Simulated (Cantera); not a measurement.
Cantera run:

```python
import numpy as np
import cantera as ct

gas_names = """
    CL CL2 H HCL H2 N NH NH2 NH3 N2 N2H2 N2H4 Si SiCL SiCL2 SiCL3 SiCL4 SiH SiHCL3 SiH2 SiH2CL2 SiH3
    SiH3CL SiH4 SiN Si2 Si2N Si3
""".split()
cond_names = """
    NH4CL(a) NH4CL(b) Si(cr) Si(L) Si3N4(a)
""".split()


# ... load() reads the species with a 1 bar reference pressure and builds the phases ...
atoms = {
    'SiCl4': {'Si': 1, 'CL': 4},
    'NH3': {'N': 1, 'H': 3},
    'N2': {'N': 2},
}
top_T = {'Si3N4(a)': 2400}  # K; cautious upper limits of use, not melting points


# ... equilibrate(T, P, feed) seeds the gas with the atoms and calls Mixture.equilibrate('TP', solver="vcs", rtol=1e-11, max_steps=5000) ...
results = []
feed = {'SiCl4': 1, 'NH3': 15, 'N2': 42}  # mol
T = 725  # K
P = 5.4  # Pa
mix = equilibrate(T, P, feed)
results.append((T, P, feed, dict(zip(mix.species_names, mix.species_moles))))
print(gas.report(threshold=1e-06))
for i in range(1, mix.n_phases):
    print(f"{mix.phase(i).name:16s} {mix.phase_moles(i):12.5e} mol")
```

It prints:

```
       temperature   725 K
          pressure   5.4 Pa
           density   1.8998e-05 kg/m^3
  mean mol. weight   21.207 kg/kmol
   phase of matter   gas

                          1 kg             1 kmol
                     ---------------   ---------------
          enthalpy        3.5838e+05        7.6003e+06  J
   internal energy             74140        1.5723e+06  J
           entropy             13617        2.8878e+05  J/K
    Gibbs function       -9.5139e+06       -2.0177e+08  J
 heat capacity c_p              1435             30433  J/K
 heat capacity c_v              1043             22119  J/K

                      mass frac. Y      mole frac. X     chem. pot. / RT
                     ---------------   ---------------   ---------------
               HCL          0.093713          0.054512           -51.583
                H2          0.026576           0.27956           -27.871
                N2           0.87964           0.66592           -34.338
             SiCL4        6.6715e-05        8.3283e-06           -174.76
     [  +24 minor]        1.2283e-07        5.8261e-08

NH4CL(b)          0.00000e+00 mol
Si(cr)            0.00000e+00 mol
Si3N4(a)          3.33129e-01 mol
```

Cantera equilibrium calculation (NASA polynomials, part measured and part estimated; ideal gas, pure solids and liquids).
